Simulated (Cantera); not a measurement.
A perfectly stirred reactor is fed with C3H8 : H2 : N2 = 1 : 35 : 2 (molar parts), at 0.000493 atm; it is held at 1850 K, and followed from long to short residence time.

Cantera simulation using GRI-Mech 3.0 (53 species, 325 reactions); the numbers are that mechanism's predictions, not measurements. GRI-Mech 3.0 was tuned for natural gas; its chemistry of propane as a main component is partial and can be far from experiment. GRI-Mech 3.0 stops at C3 and has no aromatics, soot or wall deposition, so with more carbon than oxygen in the feed, carbon stays in small species such as C2H2 where larger ones or solid carbon would form. Radical loss at walls, strong at low pressure, is not modelled.

Q: Predict: x(C3H8) at τ = 0.670 s; x(H2) at τ = 0.670 s; x(CH4) at τ = 0.670 s; x(CH2) at τ = 0.670 s; x(H) at τ = 0.670 s; x(C3H8) at τ = 52.0 ms; x(H2) at τ = 52.0 ms; x(CH4) at τ = 52.0 ms; x(CH2) at τ = 52.0 ms; x(H) at τ = 52.0 ms.

A: 
| Quantity | Result |
|---|---|
| x(C3H8) at τ = 0.670 s | 3.02e-5 |
| x(H2) at τ = 0.670 s | 0.896 |
| x(CH4) at τ = 0.670 s | 0.0203 |
| x(CH2) at τ = 0.670 s | 1.29e-5 |
| x(H) at τ = 0.670 s | 0.00572 |
| x(C3H8) at τ = 52.0 ms | 0.000355 |
| x(H2) at τ = 52.0 ms | 0.887 |
| x(CH4) at τ = 52.0 ms | 0.0304 |
| x(CH2) at τ = 52.0 ms | 2.29e-5 |
| x(H) at τ = 52.0 ms | 0.00667 |
